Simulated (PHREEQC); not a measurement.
Make-up at 25 °C: 0.0085 mol/kgw ZnI2. Closed to the air; pH follows from the charge balance.

The numbers come from PHREEQC with the ion-association model, wateq4f.dat.

This is a speciation only: nothing precipitates in the calculation.

Question: Predict the pH.

Answer: pH 5.63.
